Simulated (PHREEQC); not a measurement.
Solution (20 °C): 1.8 mmol/kgw HF, 69 mmol/kgw (NH4)2SiF6, 0.14 mmol/kgw H3PO4 and 2.4 mmol/kgw H2SO4. Closed to the air; pH follows from the charge balance.

The numbers come from PHREEQC with the ion-association model, wateq4f.dat.

| quantity | before | after |
|---|---|---|
| pH | 2.42 | 2.92 |
| HF (mol/kgw) | 0.00332 | 0.00190 |
| SO4-2 (mol/kgw) | 0.00145 | 0.000389 |
| F- (mol/kgw) | 0.000942 | 0.00142 |
| HSO4- (mol/kgw) | 0.000193 | 2.38e-5 |

### Question
Which change was made?
(A) diluted 5-fold with water
(B) 0.0022 mol/kgw CsOH added
(C) temperature from 20 to 75 °C
(D) (NH4)2SiF6 replaced by NaHF2 at the same molality

### Answer
A, diluted 5-fold with water

No solid was allowed to form. Some of these states are supersaturated (in Quartz (slow to form), Chalcedony (slow to form), for instance). H3PO4, which wateq4f.dat lacks, is added to it with the constant of phreeqc.dat. SiF6-2 is the database's only silicon fluoride.
